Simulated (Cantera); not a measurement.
Charge: 1 mol CF4, 0.25 mol H2, at 4.95 Torr.

Equilibrium computed with Cantera from the NASA thermochemical tables; the gas is ideal and each condensed phase is pure. Candidate condensed phases: C, C6H6, C7H8, C8H18; 110 gas species. Ions and electrons are included (thermal ionisation). Gases not in the tables: C2F6 and larger saturated fluorocarbons. Kinetics and transport are ignored.

### Question
Which condensed phases are stable at each of these points (T (K)): 2000, 2500, 3000, 3500, 4000, 4500, 5000?

### Answer
| T (K) | condensed phases | C condensed (%) |
|---|---|---|
| 2000 | C(graphite) | 6.4 |
| 2500 | C(graphite) | 14.2 |
| 3000 | gas only | 0.0 |
| 3500 | gas only | 0.0 |
| 4000 | gas only | 0.0 |
| 4500 | gas only | 0.0 |
| 5000 | gas only | 0.0 |

From 2000 K to 2500 K the condensed part is C(graphite). From 3000 K to 5000 K nothing is condensed.
